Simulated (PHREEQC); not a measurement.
**Acid mine or pickling water: an equilibrium model**

A made-up water analysis in mg/kgw, 25 °C, pH 2.07, pe 8.8:

```csv
constituent,mg/kgw
Na,293
K,42.4
Ca,451
Mg,23.6
Cl,130
S(6) as SO4,2400
Br,13.1
Mn(2),0.839
```

Valence states are taken as typed.

Equilibrium calculation in PHREEQC: ion-association model, phreeqc.dat.

```yaml
ionic_strength: 0.0614 mol/kgw
specific_conductance: 6530 µS/cm
density: 1.000 g/cm³
total_alkalinity: -16.6 meq/kg
charge_balance_error: 1.4 %
```

| species | molality | activity | log γ |
|---|---|---|---|
| SO4-2 | 0.0141 | 0.00613 | -0.362 |
| Na+ | 0.0124 | 0.0101 | -0.090 |
| H+ | 0.0101 | 0.00851 | -0.073 |
| Ca+2 | 0.00743 | 0.00333 | -0.349 |
| HSO4- | 0.00626 | 0.00507 | -0.092 |
| Cl- | 0.00367 | 0.00294 | -0.096 |
| CaSO4 | 0.00357 | 0.00362 | 0.006 |
| K+ | 0.00104 | 0.000831 | -0.097 |
| Mg+2 | 0.000588 | 0.000271 | -0.337 |
| MgSO4 | 0.000383 | 0.000389 | 0.006 |

This is a speciation only: nothing precipitates in the calculation.
